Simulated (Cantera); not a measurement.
An adiabatic, constant-volume homogeneous reactor starts with 5.73 % CH₄, 19.8 % O₂, 74.5 % N₂, equivalence ratio 0.58, at 1525 K and 2.57 atm.

Detailed kinetics in Cantera: GRI-Mech 3.0 (53 species, 325 reactions).

One state of this run: T (K) = 2723; P (bar) = 4.70; x CH₄ = <1e-12; x O₂ = 0.0728; x CO₂ = 0.0477; x NO₂ = 1.71e-5; x OH = 0.0145. x: mole fraction; the columns are a selection and need not sum to one.

Which value of t (s) does it belong to?
(A) 0.000159
(B) 8.60e-6
(C) 0.0541
(D) 2.00e-6

C, 0.0541
